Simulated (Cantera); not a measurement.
Mixture: 14.7 % CO, 0.897 % H₂, 10.1 % CH₄, 15.6 % O₂, 58.7 % N₂, equivalence ratio 1.8, at 24.0 bar, adiabatic and at constant pressure. Ignition delay is the time to a rise of 400 K.

Detailed kinetics in Cantera: GRI-Mech 3.0 (53 species, 325 reactions). The pressure lies above the range GRI-Mech 3.0 was tuned for (to about 10 atm).

Q: Predict: delay at 1175 K; delay at 1225 K; delay at 1275 K; delay at 1325 K; delay at 1375 K; delay at 1425 K; apparent activation energy between 1325 and 1425 K.

A: 
* **delay at 1175 K**: 2.97 ms
* **delay at 1225 K**: 1.66 ms
* **delay at 1275 K**: 0.950 ms
* **delay at 1325 K**: 0.558 ms
* **delay at 1375 K**: 0.334 ms
* **delay at 1425 K**: 0.204 ms
* **apparent activation energy between 1325 and 1425 K**: 160 kJ/mol
